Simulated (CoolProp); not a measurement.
The numbers come from the reference Helmholtz-energy equation of state, Lemmon 2006 in CoolProp. It is a short technical equation, of lower accuracy than the large ones.

### Question
For C2F6 (R116), give the phase and the cv (kJ/(kg K)), speed of sound (m/s), Prandtl number at 255 K and 7.07 kPa; 255 K and 32.8 kPa.

### Answer
- 255 K and 7.07 kPa: gas; cv 0.639, speed of sound 130, Prandtl number 0.736
- 255 K and 32.8 kPa: gas; cv 0.640, speed of sound 129, Prandtl number 0.737

Viscosity comes from a separate model (Huber 2003), an estimate that may be off by 10 % or more. Thermal conductivity comes from a separate model (Huber 2003), an estimate that may be off by 10 % or more.
